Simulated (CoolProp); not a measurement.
A simple Rankine cycle with R114: condensing at 305.15 K, boiler at 0.767 MPa, turbine inlet 346.7 K, turbine efficiency 0.65, pump efficiency 0.8, no recuperator. Each further row changes one setting.

Values from CoolProp's reference Helmholtz-energy equation of state, Platzer 1990. This equation is an older, rougher fit; its heat capacities, sound speeds and derivatives of the liquid may be far off and weren't checked against measurements.

```json
[
 {"case": "as stated", "thermal efficiency (%)": "6.3", "net work (kJ/kg)": "9.37", "heat in (kJ/kg)": "149", "turbine exit temperature (K)": "324.8", "volume ratio over the turbine": "3.04"},
 {"case": "turbine inlet 366.7 K", "thermal efficiency (%)": "6.2", "net work (kJ/kg)": "10.2", "heat in (kJ/kg)": "166", "turbine exit temperature (K)": "345.7", "volume ratio over the turbine": "2.97"},
 {"case": "condensing temperature 297.15 K", "thermal efficiency (%)": "7.4", "net work (kJ/kg)": "11.7", "heat in (kJ/kg)": "157", "turbine exit temperature (K)": "320.6", "volume ratio over the turbine": "3.92"},
 {"case": "boiler pressure 0.537 MPa", "thermal efficiency (%)": "4.3", "net work (kJ/kg)": "6.59", "heat in (kJ/kg)": "153", "turbine exit temperature (K)": "333.3", "volume ratio over the turbine": "2.05"},
 {"case": "turbine efficiency 0.55", "thermal efficiency (%)": "5.3", "net work (kJ/kg)": "7.86", "heat in (kJ/kg)": "149", "turbine exit temperature (K)": "326.8", "volume ratio over the turbine": "3.07"}
]
```
